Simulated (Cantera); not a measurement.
Standard-state values (1 bar) from the NASA 1993 polynomials, evaluated with Cantera. Values are per mole of reaction as written; species without (g) are pure solids or liquids, kept so even where they would boil at 1 bar.

2 NO(g) + Ta ⇌ TaO2(g) + 2 N(g)

```
T (K)  ΔH° (kJ)  ΔS° (J/K)  ΔG° (kJ)  log10 K
-----  --------  ---------  --------  -------
2525          …          …         …        …
2550          …          …         …        …
2575          …          …         …        …
2600      557.9      124.9     233.2    -4.68
2625          …          …         …        …
```

Question: What belongs in the gaps?

Answer: 
- 2525, ΔH° (kJ): 558.6
- 2525, ΔS° (J/K): 125.1
- 2525, ΔG° (kJ): 242.6
- 2525, log10 K: -5.02
- 2550, ΔH° (kJ): 558.3
- 2550, ΔS° (J/K): 125.1
- 2550, ΔG° (kJ): 239.4
- 2550, log10 K: -4.90
- 2575, ΔH° (kJ): 558.1
- 2575, ΔS° (J/K): 125.0
- 2575, ΔG° (kJ): 236.3
- 2575, log10 K: -4.79
- 2625, ΔH° (kJ): 557.6
- 2625, ΔS° (J/K): 124.8
- 2625, ΔG° (kJ): 230.1
- 2625, log10 K: -4.58
